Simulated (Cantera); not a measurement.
Cantera with NASA thermochemical tables; ideal gases at 1 bar, condensed phases pure. Values are per mole of reaction as written; species without (g) are pure solids or liquids, kept so even where they would boil at 1 bar.

Between 550 and 950 K, where is each reaction favourable under standard conditions?
- H2(g) + MgI2 ⇌ Mg(g) + 2 HI(g)


- H2(g) + MgI2 ⇌ Mg(g) + 2 HI(g): ΔG° is 403 kJ at 550 K and 295 kJ at 950 K; it stays positive (K < 1). ΔH° is 517 kJ and ΔS° 234 J/K at 950 K.
